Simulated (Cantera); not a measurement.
Feed: 1 mol PbO, 0.58 mol CH₄, 7.1 mol H₂, held at 1273 K and 10.0 mbar.

Equilibrium computed with Cantera from the NASA thermochemical tables; the gas is ideal and each condensed phase is pure. Candidate condensed phases: C, C₆H₆, C₇H₈, C₈H₁₈, H₂O, Pb, PbO, PbO₂, Pb₃O₄; 113 gas species. Equilibrium is a limit: real reactors are often held back by kinetics, nucleation or transport.

Base state: H₂ 0.799, Pb 0.102, CO 0.0572, H₂O 0.0409, CO₂ 0.00177 (mole fractions); condensed: gas only.

**Question.** What changes in the equilibrium state with this change: H₂ from 7.1 to 4.6 mol?

**Answer.** 
```json
[
 {"species": "H₂", "before": "0.799", "after": "0.731"},
 {"species": "Pb", "before": "0.102", "after": "0.136"},
 {"species": "CO", "before": "0.0572", "after": "0.0757"},
 {"species": "H₂O", "before": "0.0409", "after": "0.0539"},
 {"species": "CO₂", "before": "0.00177", "after": "0.00337"}
]
```
